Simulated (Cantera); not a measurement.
Charge: 1 mol CuO, 7.9 mol H2, 2.3 mol H2O, held at 1898.15 K and 133 Pa.

Cantera equilibrium calculation (NASA polynomials, part measured and part estimated; ideal gas, pure solids and liquids). Candidate condensed phases: Cu, CuO, Cu(OH)2, Cu2O, H2O; 12 gas species. The numbers say what is thermodynamically allowed, not how fast it happens.

Base state: H2 0.603, H2O 0.291, Cu 0.0885, H 0.0166, OH 0.000658, Cu2 1.88e-5, O 1.37e-5 (mole fractions); condensed: gas only.

What changes in the equilibrium state with this change: pressure from 133 Pa to 51000 Pa?


| species | before | after |
|---|---|---|
| H2 | 0.603 | 0.674 |
| H2O | 0.291 | 0.322 |
| Cu | 0.0885 | 0.00311 |
| H | 0.0166 | 0.000899 |
| O | 1.37e-5 | 3.53e-8 |
| OH | 0.000658 | 3.52e-5 |
| Cu2 | 1.88e-5 | 8.89e-6 |
| Cu(l), mol | 0 | 0.968 |

What changes in the equilibrium state with this change: temperature from 1898.15 K to 1300 K?


```tsv
species	before	after
H2	0.603	0.676
H2O	0.291	0.323
Cu	0.0885	0.000118
H	0.0166	2.49e-5
O	1.37e-5	<1e-9
OH	0.000658	1.56e-7
Cu2	1.88e-5	9.72e-9
Cu(s), mol	0	0.999
```
